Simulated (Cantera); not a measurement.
## Thermodynamics of chemical vapour transport, feed Fe2O3 + HCl + N2

Input: 1 mol Fe2O3, 0.011 mol HCl, 0.46 mol N2, equilibrated at 725 K and 0.100 bar.

Equilibrium computed with Cantera from the NASA thermochemical tables; the gas is ideal and each condensed phase is pure. Candidate condensed phases: Fe, FeCl2, FeCl3, FeO, Fe(OH)2, Fe(OH)3, Fe2O3, Fe3O4, H2O, NH4Cl; 37 gas species. Condensed phases not in the tables: FeOCl. Kinetics and transport are ignored.

```yaml
x(N2): 0.977
x(HCl): 0.0231
x(H2O): 0.000148
x(FeCl3): 9.22e-5
x(FeCl2): 4.44e-6
x(Cl2): 2.23e-6
n(Fe2O3(s)): 1.000 mol
gas_amount: 0.4710 mol
log10 activity of FeCl2(s) (absent): -1.04
log10 activity of Fe(OH)2(s) (absent): -11.81
log10 activity of Fe(α) (absent): -12.35
```
